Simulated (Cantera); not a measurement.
**Catalytic stagnation flow on Pt**

A jet of CH₄ : O₂ : N₂ = 0.064 : 0.068 : 0.79 (molar parts) at 300 K and 0.0620 bar hits a platinum plate 2.7 cm away at a mass flux of 0.086 kg/m²/s; the plate temperature is set and raised in steps from an oxygen-covered start.

Cantera simulation using Deutschmann's 1995 Pt surface mechanism with GRI-Mech 3.0 gas chemistry; the numbers are that mechanism's predictions, not measurements. Catalytic surfaces can have several steady states; this one follows from the mechanism file's or the stated starting coverage.

```csv
plate T (K),wall x CH₄,wall x O₂,wall x H₂O,wall x OH,wall x CO,wall x CO₂,θ free Pt,θ H*,θ CO*,θ C*
950,0.0224,0.00792,0.0706,<1e-8,0.0489,0.000103,0.549,0.00158,0.125,0.325
1000,0.0155,0.00545,0.0681,<1e-8,0.0559,0.000195,0.693,0.00199,0.0998,0.205
1050,0.0111,0.00398,0.0661,<1e-8,0.0601,0.000516,0.842,0.00206,0.0753,0.0803
1100,0.00950,0.00350,0.0648,<1e-8,0.0612,0.00117,0.923,0.00187,0.0468,0.0281
1150,0.00899,0.00340,0.0636,<1e-8,0.0608,0.00224,0.961,0.00165,0.0271,0.0105
```
x: mole fraction at the wall; θ: surface coverage.
